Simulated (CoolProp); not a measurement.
Vapour-liquid equilibrium of R125 (1) + R236EA (2) at 3.87 bar; x and y are mole fractions of (1).

Values from CoolProp's multi-fluid Helmholtz-energy mixture model, Lemmon 2005 and Rui 2013; pair parameters Bell 2016.

```
x      bubble temperature (°C)  y at the bubble point  dew temperature at overall composition x (°C)  liquid density (mol/L)
-----  -----------------------  ---------------------  ---------------------------------------------  ----------------------
0.05                      37.8                  0.207                                           43.0                   9.151
0.125                     29.1                  0.434                                           40.6                   9.421
0.2                       21.7                  0.589                                           38.1                   9.668
0.275                     15.5                  0.697                                           35.4                   9.894
0.35                      10.2                  0.773                                           32.5                   10.10
0.425                      5.6                    ___                                           29.5                   10.30
0.5                        1.7                  0.871                                           26.1                   10.49
0.575                     -1.8                  0.904                                           22.4                   10.67
0.65                       ___                  0.929                                           18.3                   10.85
0.725                     -7.8                  0.950                                           13.6                   11.02
0.8                      -10.3                  0.967                                            ___                   11.18
0.875                    -12.7                  0.981                                            1.3                   11.34
0.95                     -14.9                  0.993                                           -7.8                   11.49
```

Q: Some entries are withheld; supply them.

A: 
- 0.425, y at the bubble point: 0.829
- 0.65, bubble temperature (°C): -4.9
- 0.8, dew temperature at overall composition x (°C): 8.1

No azeotrope shows between x = 0.05 and 0.95.

Pair parameters are fitted to limited data, so mixtures are less certain than the pure fluids.
